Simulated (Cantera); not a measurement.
Input: 1 mol Si, 3.5 mol CO2, 4.4 mol H2, held at 1 atm.

Equilibrium computed with Cantera from the NASA thermochemical tables; the gas is ideal and each condensed phase is pure. Candidate condensed phases: C, C6H6, C7H8, C8H18, H2O, Si, SiC, SiO2; 123 gas species. The tables hold silica as quartz up to 1696 K and as liquid above; real silica turns to tridymite and cristobalite and melts near 1996 K. Gases not in the tables: Si(OH)4. The numbers say what is thermodynamically allowed, not how fast it happens. All values below are at 1325 K.

Base state: H2 0.428, CO 0.382, H2O 0.128, CO2 0.0614, CH4 1.16e-5 (mole fractions); condensed: SiO2(β-quartz).

Q: What changes in the equilibrium state with this change: CO2 from 3.5 to 0.17 mol?

A: 
```tsv
species	before	after
H2	0.428	1.000
CH4	1.16e-5	2.29e-5
SiO	<1e-9	1.37e-5
CO	0.382	1.81e-7
H2O	0.128	3.93e-7
CO2	0.0614	<1e-9
SiO2(β-quartz), mol	1.00	0.170
Si(s), mol	0	0.660
SiC(s), mol	0	0.170
```
Mutual solubility and eutectic melting of coexisting phases are not modelled.

Q: What changes in the equilibrium state with this change: Si replaced by Si3N4?

A: 
```csv
species,before,after
H2,0.428,0.591
N2,0,0.271
CO,0.382,0.135
CO2,0.0614,7.11e-5
H2O,0.128,0.000581
HCN,0,0.000104
NH3,0,2.69e-5
CH4,1.16e-5,0.00238
"SiO2(β-quartz), mol",1.00,3.00
"C(graphite), mol",0,2.49
```
Further candidate phases: Si2N2O, Si3N4.
